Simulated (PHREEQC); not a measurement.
**Leach liquor (model solution)**

Dissolve 0.022 mol/kgw HCl, 0.00031 mol/kgw ZnSO4 and 0.027 mol/kgw NiSO4 at 25 °C. Closed to the air; pH follows from the charge balance.

All values are PHREEQC results (ion-association model, wateq4f.dat), not measurements.

No solid was allowed to form.

Q: What pH does the model give?

A: pH 1.92.

Q: In which forms is Cl present?

A: Cl- 98 %, NiCl+ 1.8 % of the Cl.
